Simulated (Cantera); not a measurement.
Cantera run:

```python
import numpy as np
import cantera as ct

gas_names = [...]  # 151 gases of nasa_gas.yaml made of C, H, N, O, Si
cond_names = """
    C(gr) C6H6(L) C7H8(L) C8H18(L),n-octa H2O(s) H2O(L) Si(cr) Si(L) SiC(b) SiO2(Lqz) SiO2(hqz) SiO2(L)
    Si2N2O(s) Si3N4(a)
""".split()


# ... load() reads the species with a 1 bar reference pressure and builds the phases ...
atoms = {
    'SiO2': {'Si': 1, 'O': 2},
    'CH4': {'C': 1, 'H': 4},
    'N2': {'N': 2},
}
top_T = {'C(gr)': 4500, 'SiC(b)': 3050, 'Si2N2O(s)': 2100, 'Si3N4(a)': 2400}  # K; cautious upper limits of use, not melting points


# ... equilibrate(T, P, feed) seeds the gas with the atoms and calls Mixture.equilibrate('TP', solver="vcs", rtol=1e-11, max_steps=5000) ...
results = []
feed = {'SiO2': 1, 'CH4': 0.44, 'N2': 2.8}  # mol
P = 7200  # Pa
for T in [1125, 1200, 1275, 1350, 1425, 1500, 1575, 1650, 1725, 1800, 1875, 1950, 2025]:
    mix = equilibrate(T, P, feed)
    results.append((T, P, feed, dict(zip(mix.species_names, mix.species_moles))))
    x = sorted(zip(gas.X, gas.species_names), reverse=True)
    print(f"T = {T:g} K  P = {P:g} Pa  gas = {mix.phase_moles(0):.4g} mol")
    print("   x: " + "  ".join(f"{s} {v:.3e}" for v, s in x if v > 0.0001))
    print("   condensed (mol): " + ("  ".join(f"{mix.phase(i).name} {mix.phase_moles(i):.4g}"
          for i in range(1, mix.n_phases) if mix.phase_moles(i) > 1e-12) or "none"))
```

Output:

```
T = 1125 K  P = 7200 Pa  gas = 3.732 mol
   x: N2 7.431e-01  H2 2.355e-01  CO 2.124e-02  CH4 1.152e-04
   condensed (mol): C(gr) 0.3602  SiO2(hqz) 0.9471  Si2N2O(s) 0.02646
T = 1200 K  P = 7200 Pa  gas = 3.855 mol
   x: N2 7.037e-01  H2 2.281e-01  CO 6.803e-02
   condensed (mol): C(gr) 0.1774  SiO2(hqz) 0.8251  Si2N2O(s) 0.08747
T = 1275 K  P = 7200 Pa  gas = 3.973 mol
   x: N2 6.678e-01  H2 2.214e-01  CO 1.107e-01
   condensed (mol): SiO2(hqz) 0.7067  Si2N2O(s) 0.1467
T = 1350 K  P = 7200 Pa  gas = 3.973 mol
   x: N2 6.678e-01  H2 2.214e-01  CO 1.107e-01
   condensed (mol): SiO2(hqz) 0.7066  Si2N2O(s) 0.1467
T = 1425 K  P = 7200 Pa  gas = 3.973 mol
   x: N2 6.678e-01  H2 2.214e-01  CO 1.107e-01
   condensed (mol): SiO2(hqz) 0.7066  Si2N2O(s) 0.1467
T = 1500 K  P = 7200 Pa  gas = 3.974 mol
   x: N2 6.677e-01  H2 2.214e-01  CO 1.107e-01
   condensed (mol): SiO2(hqz) 0.7064  Si2N2O(s) 0.1466
T = 1575 K  P = 7200 Pa  gas = 3.976 mol
   x: N2 6.674e-01  H2 2.212e-01  CO 1.106e-01  SiO 5.750e-04
   condensed (mol): SiO2(hqz) 0.7057  Si2N2O(s) 0.146
T = 1650 K  P = 7200 Pa  gas = 3.991 mol
   x: N2 6.659e-01  H2 2.203e-01  CO 1.102e-01  SiO 3.255e-03  H 1.589e-04
   condensed (mol): SiO2(hqz) 0.7021  Si2N2O(s) 0.1424
T = 1725 K  P = 7200 Pa  gas = 4.059 mol
   x: N2 6.589e-01  H2 2.165e-01  CO 1.084e-01  SiO 1.577e-02  H 3.221e-04
   condensed (mol): SiO2(L) 0.6851  Si2N2O(s) 0.1254
T = 1800 K  P = 7200 Pa  gas = 4.365 mol
   x: N2 6.302e-01  H2 2.012e-01  CO 1.008e-01  SiO 6.714e-02  H 5.985e-04
   condensed (mol): SiO2(L) 0.6087  Si2N2O(s) 0.04911
T = 1875 K  P = 7200 Pa  gas = 4.564 mol
   x: N2 6.135e-01  H2 1.920e-01  SiO 9.668e-02  CO 9.638e-02  H 1.071e-03  H2O 2.458e-04
   condensed (mol): SiO2(L) 0.5588
T = 1950 K  P = 7200 Pa  gas = 4.569 mol
   x: N2 6.129e-01  H2 1.908e-01  SiO 9.729e-02  CO 9.620e-02  H 1.866e-03  H2O 8.798e-04  CO2 1.009e-04
   condensed (mol): SiO2(L) 0.5555
T = 2025 K  P = 7200 Pa  gas = 4.581 mol
   x: N2 6.112e-01  H2 1.877e-01  SiO 9.913e-02  CO 9.574e-02  H 3.108e-03  H2O 2.785e-03  CO2 3.038e-04
   condensed (mol): SiO2(L) 0.5458
```

Equilibrium computed with Cantera from the NASA thermochemical tables; the gas is ideal and each condensed phase is pure. N2 is the only nitrogen source here; it is nearly inert below about 1500 K, so the nitride shown seldom forms there in practice. Mutual solubility and eutectic melting of coexisting phases are not modelled. The tables hold silica as quartz up to 1696 K and as liquid above; real silica turns to tridymite and cristobalite and melts near 1996 K.
